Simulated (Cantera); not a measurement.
Charge: 1 mol PbO, 35 mol N2, at 1525 K and 0.00133 bar.

Equilibrium computed with Cantera from the NASA thermochemical tables; the gas is ideal and each condensed phase is pure. Candidate condensed phases: Pb, PbO, PbO2, Pb3O4; 12 gas species. Equilibrium is a limit: real reactors are often held back by kinetics, nucleation or transport.

Base state: N2 0.964, Pb 0.0174, PbO 0.0101, O2 0.00856, NO 0.000308, O 1.44e-5 (mole fractions); condensed: gas only.

### Question
What changes in the equilibrium state with this change: temperature from 1525 K to 1423 K?

### Answer
```tsv
species	before	after
N2	0.964	0.966
PbO	0.0101	0.0141
Pb	0.0174	0.0135
O	1.44e-5	3.01e-6
NO	0.000308	0.000162
O2	0.00856	0.00667
```

### Question
What changes in the equilibrium state with this change: temperature from 1525 K to 1173.15 K?

### Answer
```json
[
 {"species": "N2", "before": "0.964", "after": "0.970"},
 {"species": "PbO", "before": "0.0101", "after": "0.0235"},
 {"species": "Pb", "before": "0.0174", "after": "0.00417"},
 {"species": "O", "before": "1.44e-5", "after": "1.75e-8"},
 {"species": "NO", "before": "0.000308", "after": "1.75e-5"},
 {"species": "O2", "before": "0.00856", "after": "0.00208"}
]
```

### Question
What changes in the equilibrium state with this change: temperature from 1525 K to 1398.15 K?

### Answer
```json
[
 {"species": "N2", "before": "0.964", "after": "0.966"},
 {"species": "PbO", "before": "0.0101", "after": "0.0151"},
 {"species": "Pb", "before": "0.0174", "after": "0.0125"},
 {"species": "O", "before": "1.44e-5", "after": "1.98e-6"},
 {"species": "NO", "before": "0.000308", "after": "0.000136"},
 {"species": "O2", "before": "0.00856", "after": "0.00617"}
]
```
